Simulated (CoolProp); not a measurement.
Vapour-liquid equilibrium of R1234yf (1) + R1234ze(E) (2) at 1.74 MPa; x and y are mole fractions of (1).

Computed with CoolProp (multi-fluid Helmholtz-energy mixture model, Lemmon 2022 and Thol 2016; pair parameters Bell 2022).

### Question
Give the bubble temperature and the first vapour's composition at x = 0.15, 0.75, 0.95. Is there an azeotrope?

### Answer
x = 0.15: 344.6 K, y = 0.172; x = 0.75: 338.2 K, y = 0.775; x = 0.95: 336.2 K, y = 0.956. No azeotrope shows between x = 0.05 and 0.95.

The pair parameters rest on a limited set of measurements; away from them the model extrapolates.
